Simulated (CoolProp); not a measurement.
Computed with CoolProp (reference Helmholtz-energy equation of state, Lemmon 2005).

**Question.** For R125, give the phase and the cp (kJ/(kg K)), cv (kJ/(kg K)) at 63.15 °C and 1.01 bar; 83.85 °C and 1.01 bar; 135.85 °C and 1.01 bar.

**Answer.** 
- 63.15 °C and 1.01 bar: gas; cp 0.852, cv 0.779
- 83.85 °C and 1.01 bar: gas; cp 0.881, cv 0.808
- 135.85 °C and 1.01 bar: gas; cp 0.949, cv 0.878
